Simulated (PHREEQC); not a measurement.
Solution (25 °C): 0.29 mol/kgw H2SO4, 0.014 mol/kgw NiSO4 and 0.00032 mol/kgw Fe2(SO4)3. Closed to the air; pH follows from the charge balance.

The numbers come from PHREEQC with the ion-association model, wateq4f.dat.

This is a speciation only: nothing precipitates in the calculation.

Order these S species by the share of S that they hold, largest first: SO4-2, FeHSO4+2, NiSO4, HSO4-.

HSO4- (87 %), SO4-2 (11 %), NiSO4 (1.3 %), FeHSO4+2 (0.12 %)

The pH is 0.62 and the ionic strength 0.378 mol/kgw.
